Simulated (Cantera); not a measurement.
A perfectly stirred reactor is fed with CO : H2 : CH4 : O2 : N2 = 1 : 0.042 : 0.83 : 3.89 : 14.4 (molar parts), equivalence ratio 0.56, at 1300000 Pa; it is adiabatic with a 675 K inlet, and is followed from long to short residence time, starting on the burning branch (τ in s: 0.12, 0.041, 0.014, 0.0047, 0.0016, 0.00055, 0.00019, 6.5e-05, 2.2e-05, 7.6e-06).

Model: GRI-Mech 3.0 (53 species, 325 reactions), integrated in Cantera. The pressure lies above the range GRI-Mech 3.0 was tuned for (to about 10 atm).

### Question
What does this change do: N2 14.4 to 22 parts?

### Answer
```
quantity                                                                      before                                after
------------------------------------------------  ----------------------------------  -----------------------------------
blow-out, bracketed by the residence times tried  burning at 65.0 µs, out at 22.0 µs  burning at 1.60 ms, out at 0.550 ms
x(CO) at τ = 0.120 s                                                        0.000132                             0.000116
x(H2) at τ = 0.120 s                                                         2.23e-5                              4.64e-6
x(CH4) at τ = 0.120 s                                                        7.45e-7                              4.25e-6
x(CH3) at τ = 0.120 s                                                        1.94e-7                              6.24e-7
x(NO) at τ = 0.120 s                                                        0.000423                              3.90e-6
x(CO) at τ = 0.550 ms                                                        0.00321                               0.0360
x(H2) at τ = 0.550 ms                                                       0.000189                              0.00151
x(CH4) at τ = 0.550 ms                                                       6.47e-5                               0.0299
x(CH3) at τ = 0.550 ms                                                       1.60e-5                               <1e-12
x(NO) at τ = 0.550 ms                                                        1.99e-5                               <1e-12
```

### Question
What does this change do: pressure from 1300000 Pa to 24000 Pa?

### Answer
```csv
quantity,before,after
"blow-out, bracketed by the residence times tried","burning at 65.0 µs, out at 22.0 µs","burning at 0.550 ms, out at 0.190 ms"
x(CO) at τ = 0.120 s,0.000132,0.00327
x(H2) at τ = 0.120 s,2.23e-5,0.000655
x(CH4) at τ = 0.120 s,7.45e-7,4.97e-6
x(CH3) at τ = 0.120 s,1.94e-7,1.12e-6
x(NO) at τ = 0.120 s,0.000423,0.000151
x(CO) at τ = 0.550 ms,0.00321,0.0334
x(H2) at τ = 0.550 ms,0.000189,0.00494
x(CH4) at τ = 0.550 ms,6.47e-5,0.000479
x(CH3) at τ = 0.550 ms,1.60e-5,4.00e-5
x(NO) at τ = 0.550 ms,1.99e-5,4.19e-6
```
